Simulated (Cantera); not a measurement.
# Premixed flame

A freely propagating, adiabatic, planar premixed flame of 29.4 % H₂, 14.8 % O₂, 55.8 % N₂, equivalence ratio 0.99, unburnt at 375 K and 6.02 atm; mixture-averaged transport, grid criteria slope 0.08 and curve 0.16, no radiation.

Cantera simulation using the H2/O2 subset of GRI-Mech 3.0, which has no nitrogen chemistry; the numbers are that mechanism's predictions, not measurements. The hydrogen kinetics of GRI-Mech 3.0 are dated; newer H2 mechanisms differ, most at raised pressure. Burning velocities carry a grid error of a few per cent, more on coarse grids.

| z (mm) | T (K) | u (m/s) | x H₂ | x O₂ | x O | x H | x OH | x HO₂ |
|---|---|---|---|---|---|---|---|---|
| -0.124 | 375 | 2.63 | 0.294 | 0.148 | <1e-8 | <1e-8 | <1e-8 | <1e-8 |
| -0.0826 | 375 | 2.63 | 0.293 | 0.148 | <1e-8 | <1e-8 | <1e-8 | <1e-8 |
| -0.0620 | 375 | 2.63 | 0.293 | 0.149 | <1e-8 | <1e-8 | <1e-8 | 9.60e-8 |
| -0.0413 | 378 | 2.64 | 0.288 | 0.149 | 6.48e-8 | <1e-8 | <1e-8 | 2.54e-6 |
| -0.0207 | 462 | 3.10 | 0.255 | 0.154 | 4.25e-6 | 1.59e-6 | 1.29e-5 | 0.000320 |
| -0.0103 | 813 | 5.23 | 0.201 | 0.144 | 0.000191 | 0.00102 | 0.000830 | 0.00117 |
| 0 | 1308 | 8.20 | 0.132 | 0.108 | 0.00192 | 0.00856 | 0.00265 | 0.000529 |
| 0.0103 | 1649 | 10.3 | 0.0763 | 0.0655 | 0.00453 | 0.0170 | 0.00668 | 0.000248 |
| 0.0207 | 1844 | 11.4 | 0.0480 | 0.0398 | 0.00562 | 0.0191 | 0.0108 | 0.000125 |
| 0.0413 | 2035 | 12.5 | 0.0324 | 0.0240 | 0.00513 | 0.0148 | 0.0140 | 5.58e-5 |
| 0.0826 | 2195 | 13.4 | 0.0252 | 0.0178 | 0.00329 | 0.00844 | 0.0136 | 2.77e-5 |
| 0.165 | 2313 | 14.0 | 0.0186 | 0.0138 | 0.00181 | 0.00422 | 0.0114 | 1.37e-5 |
| 0.331 | 2388 | 14.4 | 0.0130 | 0.0111 | 0.000991 | 0.00207 | 0.00911 | 7.17e-6 |
x: mole fraction of selected species; z is measured from the peak of heat release.

- laminar burning velocity: 263 cm/s
- thermal thickness: 0.0413 mm
- peak x(O): 0.00571
- peak x(H): 0.0191
- peak x(OH): 0.0142
- peak x(HO₂): 0.00123
